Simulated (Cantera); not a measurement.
A perfectly stirred reactor is fed with C₃H₈ : O₂ : N₂ = 1 : 3.33 : 12.5 (molar parts), at 3000 Torr; it is adiabatic with a 548 K inlet, and is followed from long to short residence time, starting on the burning branch (τ in s: 0.25, 0.093, 0.034, 0.012, 0.0045, 0.0017, 0.00061, 0.00022, 8.1e-05).

Cantera simulation using GRI-Mech 3.0 (53 species, 325 reactions); the numbers are that mechanism's predictions, not measurements. GRI-Mech 3.0 was tuned for natural gas; its chemistry of propane as a main component is partial and can be far from experiment.

What does this change do: pressure from 3000 Torr to 760 Torr?


```json
[
 {"quantity": "blow-out, bracketed by the residence times tried", "before": "burning at 81.0 µs, the shortest tried", "after": "burning at 0.220 ms, out at 81.0 µs"},
 {"quantity": "x(C₃H₈) at τ = 0.250 s", "before": "6.76e-8", "after": "1.32e-7"},
 {"quantity": "x(O₂) at τ = 0.250 s", "before": "1.62e-5", "after": "3.28e-5"},
 {"quantity": "x(OH) at τ = 0.250 s", "before": "0.000197", "after": "0.000523"},
 {"quantity": "x(HO₂) at τ = 0.250 s", "before": "5.38e-9", "after": "8.96e-9"},
 {"quantity": "x(CH₃) at τ = 0.250 s", "before": "8.53e-6", "after": "9.53e-6"},
 {"quantity": "x(C₃H₈) at τ = 4.50 ms", "before": "2.88e-6", "after": "3.97e-6"},
 {"quantity": "x(O₂) at τ = 4.50 ms", "before": "0.000462", "after": "0.000544"},
 {"quantity": "x(OH) at τ = 4.50 ms", "before": "0.000370", "after": "0.00137"},
 {"quantity": "x(HO₂) at τ = 4.50 ms", "before": "1.94e-7", "after": "1.64e-7"},
 {"quantity": "x(CH₃) at τ = 4.50 ms", "before": "0.000177", "after": "0.000114"}
]
```
